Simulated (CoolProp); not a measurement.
Saturated liquid density (kg/m³) of R245fa: the reference equation beside estimates from Tc = 427.0 K, pc = 3.651 MPa, ω = 0.378. Rackett uses Z = 0.29056 − 0.08775 ω.

Computed with CoolProp (reference Helmholtz-energy equation of state, Akasaka 2015).

```csv
T (K),reference,Rackett,Soave-Redlich-Kwong
298.8,1337,1402,1211
313.4,1296,[?],1170
327.9,1253,1309,1125
342.4,[?],1259,1075
356.9,1157,1204,1018
371.4,1101,1143,952.4
385.9,1036,[?],[?]
400.5,955.6,[?],781.9
```

Task: Some entries are withheld; supply them.

Result: 
- 313.4, Rackett: 1357
- 342.4, reference: 1207
- 385.9, Rackett: 1073
- 385.9, Soave-Redlich-Kwong: 875.9
- 400.5, Rackett: 988.9

Absolute difference from the reference over all 8 rows, mean and median: Rackett 4.2 and 4.2 %, Soave-Redlich-Kwong 12.4 and 11.5 %.
